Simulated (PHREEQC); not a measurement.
A solution holds 0.0021 mol Cu(NO3)2, 0.19 mol H2SO4 and 0.0012 mol H3BO3 per kg of water, at 25 °C. Closed to the air; pH follows from the charge balance.

Model: ion-association model, phreeqc.dat, run in PHREEQC.

This is a speciation only: nothing precipitates in the calculation.

Q: Order these S species by the share of S that they hold, largest first: HSO4-, SO4-2, CuSO4.

A: HSO4- (86 %), SO4-2 (14 %), CuSO4 (0.33 %)

The pH is 0.77 and the ionic strength 0.248 mol/kgw.
